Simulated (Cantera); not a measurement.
Input (Python, Cantera):

```python
import numpy as np
import cantera as ct

gas = ct.Solution("gri30.yaml")
gas.TPX = 300, 110000, {'C2H6': 1, 'O2': 3.5, 'N2': 13.2, 'H2O': 0.038}
flame = ct.FreeFlame(gas, width=0.037)
flame.set_refine_criteria(ratio=3, slope=0.08, curve=0.16)
flame.transport_model = "mixture-averaged"
flame.solve(loglevel=0, auto=True)
z, T = flame.grid, flame.T
thick = (T[-1] - T[0]) / np.gradient(T, z).max()
show = ['C2H6', 'O2', 'C2H2', 'CH2', 'N2O', 'NO2']
print(f"laminar burning velocity  {flame.velocity[0] * 100:.3f} cm/s")
print(f"burnt temperature         {T[-1]:.1f} K")
print(f"thermal thickness         {thick * 1e3:.4f} mm")
print(f"grid points               {len(z)}")
z0 = z[flame.heat_release_rate.argmax()]
print(f"{'z/mm':>9s}{'T/K':>9s}{'u/(m/s)':>9s}" + "".join(f"{s:>11s}" for s in show))
rows = []
for k in (-3, -2, -1.5, -1, -0.5, -0.25, 0, 0.25, 0.5, 1, 2, 4, 8):
    zz = z0 + k * thick
    rows.append([k * thick, np.interp(zz, z, T), np.interp(zz, z, flame.velocity),
                 *(np.interp(zz, z, flame.X[gas.species_index(s)]) for s in show)])
    print(f"{rows[-1][0] * 1e3:9.3f}{rows[-1][1]:9.1f}{rows[-1][2]:9.3f}" + "".join(f"{x:11.3e}" for x in rows[-1][3:]))
```

Output:

```
laminar burning velocity  41.319 cm/s
burnt temperature         2262.3 K
thermal thickness         0.3540 mm
grid points               149
     z/mm      T/K  u/(m/s)       C2H6         O2       C2H2        CH2        N2O        NO2
   -1.062    300.1    0.413  5.635e-02  1.972e-01  3.551e-09  2.763e-22  1.130e-13  6.035e-11
   -0.708    301.1    0.415  5.628e-02  1.969e-01  9.575e-08  1.127e-19  3.399e-12  1.523e-09
   -0.531    305.9    0.423  5.614e-02  1.962e-01  6.619e-07  3.723e-18  2.508e-11  1.007e-08
   -0.354    358.5    0.499  5.518e-02  1.915e-01  1.143e-05  3.133e-15  5.030e-10  1.448e-07
   -0.177    805.7    1.149  4.065e-02  1.527e-01  1.978e-04  2.090e-08  1.032e-08  7.668e-07
   -0.088   1264.9    1.842  1.860e-02  1.085e-01  5.107e-04  3.186e-06  2.782e-08  2.201e-07
    0.000   1682.3    2.488  1.207e-03  6.026e-02  7.901e-04  4.960e-05  5.921e-08  1.381e-08
    0.088   1839.6    2.717  2.413e-06  3.416e-02  1.149e-04  1.142e-05  9.923e-08  3.172e-09
    0.177   1889.3    2.777  1.119e-09  2.529e-02  3.117e-06  4.547e-07  1.206e-07  3.343e-09
    0.354   1949.4    2.846  8.547e-15  2.013e-02  2.925e-09  8.769e-10  1.251e-07  3.753e-09
    0.708   2021.8    2.937  1.266e-20  1.684e-02  5.495e-14  4.946e-14  1.259e-07  4.602e-09
    1.416   2098.6    3.035  6.095e-28  1.380e-02  2.975e-20  1.819e-16  1.307e-07  6.396e-09
    2.832   2166.8    3.120 -1.052e-29  1.083e-02  4.348e-21  7.614e-17  1.341e-07  9.755e-09
```

Model: GRI-Mech 3.0 (53 species, 325 reactions), integrated in Cantera. Burning velocities carry a grid error of a few per cent, more on coarse grids.
